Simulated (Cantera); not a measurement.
A perfectly stirred reactor is fed with 10.7 % H₂, 89.3 % O₂, equivalence ratio 0.060, at 3.23 Torr; it is held at 1450 K, and followed from long to short residence time.

Model: the H2/O2 subset of GRI-Mech 3.0, which has no nitrogen chemistry, integrated in Cantera. Radical loss at walls, strong at low pressure, is not modelled. The temperature is held fixed by assumption; the heat of reaction is taken as removed at once.

x: mole fraction; the columns are a selection and need not sum to one.

| τ (s) | x H₂ | x O₂ | x HO₂ | x H₂O₂ | x H | x H₂O | x OH |
|---|---|---|---|---|---|---|---|
| 1.6 | … | 0.864 | 7.69e-7 | 2.41e-8 | 0.00322 | 0.105 | 0.00738 |
| 0.96 | … | 0.857 | 8.45e-7 | 2.63e-8 | 0.00482 | 0.103 | 0.00837 |
| 0.58 | … | 0.850 | 9.06e-7 | 2.81e-8 | 0.00687 | 0.101 | 0.00932 |
| 0.35 | … | 0.842 | 9.52e-7 | 2.94e-8 | 0.00930 | 0.0978 | 0.0102 |
| 0.21 | … | 0.834 | 9.83e-7 | 3.03e-8 | 0.0119 | 0.0951 | 0.0109 |
| 0.12 | … | 0.826 | 1.00e-6 | 3.09e-8 | 0.0145 | 0.0924 | 0.0116 |
| 0.075 | … | 0.821 | 1.01e-6 | 3.12e-8 | 0.0163 | 0.0906 | 0.0120 |
| 0.045 | … | 0.818 | 1.02e-6 | 3.16e-8 | 0.0178 | 0.0890 | 0.0123 |
| 0.027 | … | 0.815 | 1.02e-6 | 3.21e-8 | 0.0190 | 0.0876 | 0.0127 |
| 0.016 | … | 0.814 | 1.03e-6 | 3.29e-8 | 0.0198 | 0.0862 | 0.0130 |
| 0.0096 | … | 0.814 | 1.03e-6 | 3.40e-8 | 0.0204 | 0.0847 | 0.0134 |

Task: Some entries are withheld; supply them.

Result: 
- 1.6, x H₂: 0.00114
- 0.96, x H₂: 0.00147
- 0.58, x H₂: 0.00185
- 0.35, x H₂: 0.00224
- 0.21, x H₂: 0.00263
- 0.12, x H₂: 0.00302
- 0.075, x H₂: 0.00333
- 0.045, x H₂: 0.00368
- 0.027, x H₂: 0.00411
- 0.016, x H₂: 0.00474
- 0.0096, x H₂: 0.00569
